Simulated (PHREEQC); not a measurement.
Dissolve 0.0065 mol KBr per kg of water at 25 °C. Closed to the air; pH follows from the charge balance.

Model: ion-association model, phreeqc.dat, run in PHREEQC.

Each row changes one thing in this solution. No solid was allowed to form.

```json
[
 {"case": "as made", "pH": "7.00", "ionic strength (mol/kgw)": "0.00650"},
 {"case": "temperature from 25 to 85 °C", "pH": "6.25", "ionic strength (mol/kgw)": "0.00650"},
 {"case": "0.00081 mol/kgw Mg(NO3)2 added", "pH": "6.96", "ionic strength (mol/kgw)": "0.00893"},
 {"case": "diluted 10-fold with water", "pH": "7.00", "ionic strength (mol/kgw)": "0.000650"},
 {"case": "diluted 100-fold with water", "pH": "7.00", "ionic strength (mol/kgw)": "6.51e-5"},
 {"case": "KBr replaced by K2SiO3 at the same molality", "pH": "11.74", "ionic strength (mol/kgw)": "…"},
 {"case": "KBr replaced by K3PO4 at the same molality", "pH": "…", "ionic strength (mol/kgw)": "0.0295"},
 {"case": "KBr from 0.0065 to 0.00715 mol/kgw", "pH": "7.00", "ionic strength (mol/kgw)": "0.00715"}
]
```

Q: Complete the blanks.

A: 
- KBr replaced by K2SiO3 at the same molality, ionic strength (mol/kgw): 0.0133
- KBr replaced by K3PO4 at the same molality, pH: 11.59

Complexes and solids missing from the database can't appear. At this temperature some constants are extrapolated from 25 °C, and those without enthalpy data are left unchanged.
